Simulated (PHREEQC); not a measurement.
Solution (20 °C): 0.44 mol/kgw H2SO4, 0.21 mol/kgw Na2SO4 and 1.3 mol/kgw KBr. Closed to the air; pH follows from the charge balance.

Computed with PHREEQC (Pitzer model, pitzer.dat).

```
quantity                         before  after
-------------------------------  ------  -----
pH                                 0.29   0.35
ionic strength (mol/kgw)           2.35   2.26
HSO4- (mol/kgw)                   0.450  0.494
SO4-2 (mol/kgw)                   0.200  0.156
SI of Mirabilite (Na2SO4:10H2O)   -2.14  -2.84
SI of Thenardite (Na2SO4)         -3.03  -3.03
```

Which change was made?
A. KBr left out
B. H2SO4 replaced by Li2SO4 at the same molality
C. temperature from 20 to 35 °C
D. KBr from 1.3 to 0.26 mol/kgw

C, temperature from 20 to 35 °C

This is a speciation only: nothing precipitates in the calculation. In brines, pH and single-ion activities rest on the MacInnes convention.
